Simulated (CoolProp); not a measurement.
The fluid at 298.15 K and 0.558 MPa flows at 22 m/s in a round tube of 25 mm bore and 0.25 µm roughness, fully developed (64/Re and Nu = 3.66 if laminar; Colebrook and Gnielinski if turbulent). The same conditions are run with several fluids, on thermodynamics alone (safety and materials aside).

Computed with CoolProp (reference Helmholtz-energy equation of state of each fluid (ammonia: Gao 2020; methane: Setzmann 1991; R22: Kamei 1995; R13: Platzer 1990; R507A: Lemmon 2003)). The equations of Platzer and Polt are older, rougher fits. Blends and air are pseudo-pure fits.

| fluid | Reynolds number | Darcy friction factor | pressure drop (Pa/m) | heat-transfer coefficient (W/(m² K)) | mass flow (kg/h) |
|---|---|---|---|---|---|
| ammonia | 225000 | 0.0154 | 607 | 442 | 159 |
| methane | 178000 | 0.0161 | 567 | 404 | 142 |
| R22 | 848000 | 0.0122 | 2510 | 548 | 828 |
| R13 | 946000 | 0.0120 | 2880 | 596 | 965 |
| R507A | 1100000 | 0.0117 | 2790 | 797 | 958 |

Transport values come from each fluid's own correlations; those of R22, R13 are estimates that may be off by 10 % or more.
